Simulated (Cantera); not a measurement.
Thermodynamics of iron carbonyl, mercury and lead vapours, feed Hg + N₂

Charge: 1 mol Hg, 0.38 mol N₂, at 1173.15 K and 16.0 Pa.

Cantera equilibrium calculation (NASA polynomials, part measured and part estimated; ideal gas, pure solids and liquids). Candidate condensed phases: Hg; 3 gas species. Equilibrium is a limit: real reactors are often held back by kinetics, nucleation or transport.

x(Hg): 0.725
x(N₂): 0.275
gas amount: 1.380 mol
log10 activity of Hg(l) (absent): -6.15
